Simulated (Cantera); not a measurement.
# Premixed flame

A freely propagating, adiabatic, planar premixed flame of H₂ : O₂ : N₂ = 0.76 : 0.5 : 1.55 (molar parts), equivalence ratio 0.76, unburnt at 573 K and 0.133 bar; mixture-averaged transport, grid criteria slope 0.08 and curve 0.16, no radiation.

Cantera simulation using the H2/O2 subset of GRI-Mech 3.0, which has no nitrogen chemistry; the numbers are that mechanism's predictions, not measurements. Burning velocities carry a grid error of a few per cent, more on coarse grids.

```json
[
 {"z (mm)": "-17.7", "T (K)": "573", "u (m/s)": "5.42", "x H₂": "0.270", "x O₂": "0.178", "x H₂O": "<1e-8", "x OH": "<1e-8", "x O": "<1e-8", "x H₂O₂": "<1e-8"},
 {"z (mm)": "-11.8", "T (K)": "573", "u (m/s)": "5.42", "x H₂": "0.270", "x O₂": "0.178", "x H₂O": "<1e-8", "x OH": "<1e-8", "x O": "<1e-8", "x H₂O₂": "<1e-8"},
 {"z (mm)": "-8.84", "T (K)": "573", "u (m/s)": "5.42", "x H₂": "0.270", "x O₂": "0.178", "x H₂O": "<1e-8", "x OH": "<1e-8", "x O": "<1e-8", "x H₂O₂": "<1e-8"},
 {"z (mm)": "-5.90", "T (K)": "573", "u (m/s)": "5.42", "x H₂": "0.270", "x O₂": "0.178", "x H₂O": "1.10e-8", "x OH": "<1e-8", "x O": "<1e-8", "x H₂O₂": "<1e-8"},
 {"z (mm)": "-2.95", "T (K)": "579", "u (m/s)": "5.48", "x H₂": "0.269", "x O₂": "0.178", "x H₂O": "0.000395", "x OH": "2.77e-5", "x O": "6.34e-6", "x H₂O₂": "7.29e-7"},
 {"z (mm)": "-1.47", "T (K)": "703", "u (m/s)": "6.57", "x H₂": "0.247", "x O₂": "0.175", "x H₂O": "0.0113", "x OH": "0.000377", "x O": "0.000236", "x H₂O₂": "1.43e-6"},
 {"z (mm)": "0", "T (K)": "1096", "u (m/s)": "9.90", "x H₂": "0.120", "x O₂": "0.130", "x H₂O": "0.107", "x OH": "0.00355", "x O": "0.00857", "x H₂O₂": "1.01e-6"},
 {"z (mm)": "1.47", "T (K)": "1380", "u (m/s)": "12.3", "x H₂": "0.0370", "x O₂": "0.0734", "x H₂O": "0.202", "x OH": "0.00953", "x O": "0.0201", "x H₂O₂": "1.11e-6"},
 {"z (mm)": "2.95", "T (K)": "1508", "u (m/s)": "13.4", "x H₂": "0.0326", "x O₂": "0.0663", "x H₂O": "0.215", "x OH": "0.0125", "x O": "0.0212", "x H₂O₂": "7.79e-7"},
 {"z (mm)": "5.90", "T (K)": "1655", "u (m/s)": "14.5", "x H₂": "0.0326", "x O₂": "0.0626", "x H₂O": "0.223", "x OH": "0.0159", "x O": "0.0201", "x H₂O₂": "4.32e-7"},
 {"z (mm)": "11.8", "T (K)": "1815", "u (m/s)": "15.7", "x H₂": "0.0310", "x O₂": "0.0590", "x H₂O": "0.234", "x OH": "0.0191", "x O": "0.0177", "x H₂O₂": "2.20e-7"},
 {"z (mm)": "23.6", "T (K)": "1978", "u (m/s)": "16.9", "x H₂": "0.0274", "x O₂": "0.0557", "x H₂O": "0.247", "x OH": "0.0214", "x O": "0.0143", "x H₂O₂": "1.20e-7"},
 {"z (mm)": "47.2", "T (K)": "2131", "u (m/s)": "18.0", "x H₂": "0.0221", "x O₂": "0.0527", "x H₂O": "0.261", "x OH": "0.0220", "x O": "0.0105", "x H₂O₂": "7.90e-8"}
]
```
x: mole fraction of selected species; z is measured from the peak of heat release.

laminar burning velocity: 542 cm/s
thermal thickness: 5.90 mm
peak x(OH): 0.0220
peak x(O): 0.0213
peak x(H₂O₂): 1.64e-6
grid points: 139
